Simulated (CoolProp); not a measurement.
Vapour-liquid equilibrium of n-heptane (1) + toluene (2) at 88.45 °C; x and y are mole fractions of (1).

The numbers come from the multi-fluid Helmholtz-energy mixture model, Span 2003 and Lemmon 2006; pair parameters Bell 2016 in CoolProp.

```
x      bubble pressure (kPa)  y at the bubble point  dew pressure at overall composition x (kPa)  liquid density (mol/L)
-----  ---------------------  ---------------------  -------------------------------------------  ----------------------
0.05                   54.27                  0.094                                        53.01                   8.534
0.125                  57.67                  0.209                                        55.17                   8.298
0.2                    60.52                  0.303                                        57.40                   8.073
0.275                  62.93                  0.383                                        59.68                   7.859
0.35                   65.01                  0.454                                        61.95                   7.655
0.425                  66.82                  0.520                                        64.17                   7.460
0.5                    68.41                  0.583                                        66.28                   7.274
0.575                  69.80                  0.644                                        68.22                   7.096
0.65                   71.04                  0.704                                        69.94                   6.926
0.725                  72.12                  0.764                                        71.43                   6.764
0.8                    73.06                  0.826                                        72.68                   6.608
0.875                  73.87                  0.890                                        73.70                   6.459
0.95                   74.56                  0.955                                        74.51                   6.315
```

No azeotrope shows between x = 0.05 and 0.95.

Pair parameters are fitted to limited data, so mixtures are less certain than the pure fluids.
